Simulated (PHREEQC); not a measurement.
Solution (25 °C): 0.00022 mol PbCl2, 0.15 mol KBr and 0.00031 mol Na2SO4 per kg of water. Closed to the air; pH follows from the charge balance.

All values are PHREEQC results (ion-association model, wateq4f.dat), not measurements.

Each row changes one thing in this solution. No solid was allowed to form.

| case | pH | ionic strength (mol/kgw) | SO4-2 (mol/kgw) | NaSO4- (mol/kgw) | HSO4- (mol/kgw) | SI of Halite (NaCl) | SI of Mirabilite (Na2SO4:10H2O) |
|---|---|---|---|---|---|---|---|
| as made | 6.21 | 0.151 | 0.000233 | 2.33e-7 | 6.03e-9 | -8.40 | -9.69 |
| PbCl2 from 0.00022 to 0.00011 mol/kgw | 6.36 | 0.151 | 0.000233 | 2.33e-7 | 4.33e-9 | -8.70 | -9.69 |
| KBr left out | 5.75 | 0.00149 | 0.000287 | 7.51e-7 | 4.35e-8 | -8.19 | -8.96 |
| KBr replaced by KHSO4 at the same molality | 1.31 | 0.250 | [?] | 3.88e-5 | 0.0883 | -8.47 | -7.53 |
| KBr from 0.15 to 0.135 mol/kgw | 6.19 | [?] | 0.000236 | 2.45e-7 | 6.56e-9 | -8.39 | -9.66 |
| PbCl2 replaced by FeCl3 at the same molality | 3.64 | 0.152 | 0.000231 | 2.30e-7 | 2.22e-6 | -8.23 | -9.69 |

What belongs in the gaps?


- KBr replaced by KHSO4 at the same molality, SO4-2 (mol/kgw): 0.0495
- KBr from 0.15 to 0.135 mol/kgw, ionic strength (mol/kgw): 0.136

Some of these states are supersaturated (in Larnakite, Anglesite, Jarosite-K, for instance).
